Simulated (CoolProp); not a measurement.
Model: reference Helmholtz-energy equation of state, Akasaka 2020, in CoolProp.

**Question.** Give the vapour pressure (bar), liquid cp (kJ/(kg K)), vapour Z of saturated R1123 at 278.3 K.

**Answer.** 
```
T (K)  p (bar)  liquid cp (kJ/(kg K))  vapour Z
-----  -------  ---------------------  --------
278.3     12.6                   1.52     0.790
```
